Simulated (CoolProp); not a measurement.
R245fa at 298.15 K and 0.114 MPa flows at 17 m/s in a round tube of 10 mm bore and 0.25 µm roughness, fully developed (64/Re and Nu = 3.66 if laminar; Colebrook and Gnielinski if turbulent). Each further row changes one setting.

Computed with CoolProp (reference Helmholtz-energy equation of state, Akasaka 2015).

```
case             Reynolds number  Darcy friction factor  pressure drop (Pa/m)  heat-transfer coefficient (W/(m² K))  mass flow (kg/h)
---------------  ---------------  ---------------------  --------------------  ------------------------------------  ----------------
as stated                  92500             (withheld)            (withheld)                                   259        (withheld)
velocity 34 m/s           185000                 0.0161                  5980                            (withheld)              61.8
diameter 20 mm            185000             (withheld)                   742                                   223        (withheld)
```

Some entries are withheld; supply them.


- as stated, Darcy friction factor: 0.0184
- as stated, pressure drop (Pa/m): 1710
- as stated, mass flow (kg/h): 30.9
- velocity 34 m/s, heat-transfer coefficient (W/(m² K)): 450
- diameter 20 mm, Darcy friction factor: 0.0160
- diameter 20 mm, mass flow (kg/h): 124

Viscosity comes from a separate model (Bell 2016), an estimate that may be off by 10 % or more. Thermal conductivity comes from a separate model (Huber 2003), an estimate that may be off by 10 % or more.
